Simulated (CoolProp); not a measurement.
Model: reference Helmholtz-energy equation of state, Tillner-Roth 1994, in CoolProp.

For R134a, give the phase and the cv (kJ/(kg K)), speed of sound (m/s), Prandtl number at 253 K and 43.8 kPa; 253 K and 99.7 kPa.


- 253 K and 43.8 kPa: gas; cv 0.678, speed of sound 150, Prandtl number 0.792
- 253 K and 99.7 kPa: gas; cv 0.693, speed of sound 148, Prandtl number 0.814

Viscosity comes from a separate model (Huber 2003), an estimate that may be off by 10 % or more. Thermal conductivity comes from a separate model (McLinden 2000), an estimate that may be off by 10 % or more.
